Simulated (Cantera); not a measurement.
## Stirred combustor or abatement burner

A perfectly stirred reactor is fed with CH4 : O2 : N2 = 1 : 1.18 : 4.42 (molar parts), equivalence ratio 1.7, at 5.50 bar; it is adiabatic with a 525 K inlet, and is followed from long to short residence time, starting on the burning branch (τ in s: 0.07, 0.04, 0.023, 0.013, 0.0073, 0.0042, 0.0024, 0.0013, 0.00076, 0.00043, 0.00025, 0.00014, 8e-05).

Cantera simulation using GRI-Mech 3.0 (53 species, 325 reactions); the numbers are that mechanism's predictions, not measurements.

| τ (s) | T (K) | x CH4 | x O2 | x N2O | x H | x CH2 | x H2 | x CO |
|---|---|---|---|---|---|---|---|---|
| 0.070 | 1952 | 0.00379 | 0.000164 | 9.85e-10 | 0.000178 | 2.94e-7 | 0.103 | 0.0950 |
| 0.040 | 1957 | 0.00475 | 0.000270 | 1.15e-9 | 0.000186 | 4.53e-7 | 0.0983 | 0.0922 |
| 0.023 | 1962 | 0.00579 | 0.000440 | 1.44e-9 | 0.000196 | 6.89e-7 | 0.0935 | 0.0890 |
| 0.013 | 1966 | 0.00695 | 0.000723 | 1.93e-9 | 0.000207 | 1.05e-6 | 0.0883 | 0.0858 |
| 0.0073 | 1969 | 0.00822 | 0.00119 | 2.75e-9 | 0.000220 | 1.59e-6 | 0.0830 | 0.0826 |
| 0.0042 | 1968 | 0.00957 | 0.00190 | 4.03e-9 | 0.000233 | 2.32e-6 | 0.0782 | 0.0799 |
| 0.0024 | 1963 | 0.0111 | 0.00305 | 6.16e-9 | 0.000247 | 3.30e-6 | 0.0735 | 0.0777 |
| 0.0013 | 1948 | 0.0132 | 0.00518 | 1.03e-8 | 0.000257 | 4.59e-6 | 0.0686 | 0.0760 |
| 0.00076 | 1921 | 0.0158 | 0.00856 | 1.71e-8 | 0.000254 | 5.57e-6 | 0.0642 | 0.0752 |
| 0.00043 | 1846 | 0.0218 | 0.0175 | 3.66e-8 | 0.000206 | 4.97e-6 | 0.0582 | 0.0744 |
| 0.00025 | 525 | 0.152 | 0.179 | <1e-12 | <1e-12 | <1e-12 | <1e-12 | <1e-12 |
| 0.00014 | 525 | 0.152 | 0.179 | <1e-12 | <1e-12 | <1e-12 | <1e-12 | <1e-12 |
| 8.0e-5 | 525 | 0.152 | 0.179 | <1e-12 | <1e-12 | <1e-12 | <1e-12 | <1e-12 |
x: mole fraction; the columns are a selection and need not sum to one.
